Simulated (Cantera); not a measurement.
Feed: 1 mol c-C4F8, 0.4 mol HCl, equilibrated at 0.0130 bar.

These are equilibrium values from Cantera (NASA tables, ideal gas, pure condensed phases), not measurements of a reactor. Candidate condensed phases: C, C6H6, C7H8, C8H18; 118 gas species. The feed counts by its element totals alone. Gases not in the tables: C2F6 and larger saturated fluorocarbons. Equilibrium is a limit: real reactors are often held back by kinetics, nucleation or transport. All values below are at 1200 K.

Base state: CF4 0.764, HF 0.129, Cl2 0.0546, HCl 0.0315, CClF3 0.0102, Cl 0.00969, CCl2F2 0.000140 (mole fractions); condensed: C(graphite).

**Question.** What changes in the equilibrium state with this change: HCl from 0.4 to 0.056 mol?

**Answer.** 
| species | before | after |
|---|---|---|
| CF4 | 0.764 | 0.956 |
| HF | 0.129 | 0.0248 |
| Cl2 | 0.0546 | 0.00818 |
| HCl | 0.0315 | 0.00221 |
| CClF3 | 0.0102 | 0.00467 |
| CCl2F2 | 0.000140 | 2.35e-5 |
| Cl | 0.00969 | 0.00375 |
| C(graphite), mol | 2.07 | 2.01 |

**Question.** What changes in the equilibrium state with this change: HCl from 0.4 to 0.02 mol?

**Answer.** 
| species | before | after |
|---|---|---|
| CF4 | 0.764 | 0.983 |
| HF | 0.129 | 0.00942 |
| CClF3 | 0.0102 | 0.00258 |
| Cl2 | 0.0546 | 0.00240 |
| HCl | 0.0315 | 0.000452 |
| CCl2F2 | 0.000140 | 6.98e-6 |
| Cl | 0.00969 | 0.00203 |
| C(graphite), mol | 2.07 | 2.00 |

**Question.** What changes in the equilibrium state with this change: c-C4F8 replaced by CH3F?

**Answer.** 
| species | before | after |
|---|---|---|
| HF | 0.129 | 0.417 |
| H2 | <1e-9 | 0.417 |
| HCl | 0.0315 | 0.167 |
| CF4 | 0.764 | <1e-9 |
| Cl2 | 0.0546 | <1e-9 |
| CClF3 | 0.0102 | <1e-9 |
| CCl2F2 | 0.000140 | <1e-9 |
| CH4 | <1e-9 | 3.56e-5 |
| Cl | 0.00969 | 3.88e-7 |
| C(graphite), mol | 2.07 | 1.000 |
